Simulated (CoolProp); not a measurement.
A closed Brayton cycle with carbon dioxide: compressor inlet 313.15 K and 9.3 MPa, high pressure 29.9 MPa, turbine inlet 810 K, compressor efficiency 0.8, turbine efficiency 0.85, recuperator effectiveness 0.9 (on enthalpy, no pinch check). Each further row changes one setting.

Computed with CoolProp (reference Helmholtz-energy equation of state, Span 1996).

```tsv
case	thermal efficiency (%)	net work (kJ/kg)	compressor to turbine work	compressor exit (K)	turbine exit (K)
as stated	33.3	100	0.28	361.8	679.2
turbine inlet 760 K	31.5	90.2	___	361.8	633.6
compressor inlet 323.15 K	___	81.5	0.42	409.8	679.2
high pressure 25.4 MPa	32.0	90.4	0.26	354.1	___
recuperator effectiveness 0.5	___	100	0.28	361.8	679.2
```

Complete the blanks.


- turbine inlet 760 K, compressor to turbine work: 0.30
- compressor inlet 323.15 K, thermal efficiency (%): 30.6
- high pressure 25.4 MPa, turbine exit (K): 696.9
- recuperator effectiveness 0.5, thermal efficiency (%): 22.1
